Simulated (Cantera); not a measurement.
A perfectly stirred reactor is fed with NO : N2 = 1 : 4.5 (molar parts), at 0.580 bar; it is held at 2200 K, and followed from long to short residence time.

Detailed kinetics in Cantera: GRI-Mech 3.0 (53 species, 325 reactions).

Task: What does this change do: pressure from 0.580 bar to 0.120 bar?

Result: 
| quantity | before | after |
|---|---|---|
| x(NO) at τ = 1.30 s | 0.0367 | 0.0624 |
| x(N2) at τ = 1.30 s | 0.890 | 0.877 |
| x(O) at τ = 1.30 s | 0.000964 | 0.00192 |
| x(N2O) at τ = 1.30 s | 9.50e-7 | 1.67e-6 |
| x(O2) at τ = 1.30 s | 0.0720 | 0.0587 |
| x(NO) at τ = 6.10 ms | 0.180 | 0.181 |
| x(N2) at τ = 6.10 ms | 0.819 | 0.818 |
| x(O) at τ = 6.10 ms | 0.000235 | 0.000171 |
| x(N2O) at τ = 6.10 ms | 1.63e-5 | 1.46e-5 |
| x(O2) at τ = 6.10 ms | 0.000893 | 9.14e-5 |

Task: What does this change do: temperature 2200 to 1600 K?

Result: 
```csv
quantity,before,after
x(NO) at τ = 1.30 s,0.0367,0.180
x(N2) at τ = 1.30 s,0.890,0.819
x(O) at τ = 1.30 s,0.000964,8.94e-7
x(N2O) at τ = 1.30 s,9.50e-7,1.15e-5
x(O2) at τ = 1.30 s,0.0720,0.000737
x(NO) at τ = 6.10 ms,0.180,0.182
x(N2) at τ = 6.10 ms,0.819,0.818
x(O) at τ = 6.10 ms,0.000235,1.29e-7
x(N2O) at τ = 6.10 ms,1.63e-5,2.77e-6
x(O2) at τ = 6.10 ms,0.000893,7.19e-8
```
